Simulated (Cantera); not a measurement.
Charge: 1 mol SiC, 0.14 mol N2O, 18 mol H2, 0.038 mol CO2, equilibrated at 2.30 mbar.

Method: chemical equilibrium by Gibbs-energy minimisation in Cantera with the NASA 1993 tables (ideal gas, pure condensed phases). Candidate condensed phases: C, C6H6, C7H8, C8H18, H2O, Si, SiC, SiO2, Si2N2O, Si3N4; 151 gas species. Mutual solubility and eutectic melting of coexisting phases are not modelled. Rates play no part. All values below are at 1050 K.

Base state: H2 1.000, CO 0.000309, CH4 0.000132 (mole fractions); condensed: C(graphite) + SiC(s) + SiO2(β-quartz) + Si2N2O(s).

What changes in the equilibrium state with this change: SiC replaced by Si3N4?


| species | before | after |
|---|---|---|
| H2 | 1.000 | 0.988 |
| N2 | 1.36e-7 | 0.0116 |
| CH4 | 0.000132 | 0.000129 |
| CO | 0.000309 | 1.42e-8 |
| C(graphite), mol | 0.345 | 0.0356 |
| SiC(s), mol | 0.685 | 0 |
| SiO2(β-quartz), mol | 0.0352 | 0 |
| Si2N2O(s), mol | 0.140 | 0.216 |
| Si3N4(s), mol | 0 | 0.856 |

What changes in the equilibrium state with this change: N2O from 0.14 to 2.7 mol?


```json
[
 {"species": "H2", "before": "1.000", "after": "0.838"},
 {"species": "N2", "before": "1.36e-7", "after": "0.126"},
 {"species": "CO", "before": "0.000309", "after": "0.0361"},
 {"species": "H2O", "before": "1.29e-7", "after": "1.26e-5"},
 {"species": "CH4", "before": "0.000132", "after": "9.25e-5"},
 {"species": "C(graphite), mol", "before": "0.345", "after": "0.260"},
 {"species": "SiC(s), mol", "before": "0.685", "after": "0"},
 {"species": "SiO2(β-quartz), mol", "before": "0.0352", "after": "1.00"},
 {"species": "Si2N2O(s), mol", "before": "0.140", "after": "0"}
]
```
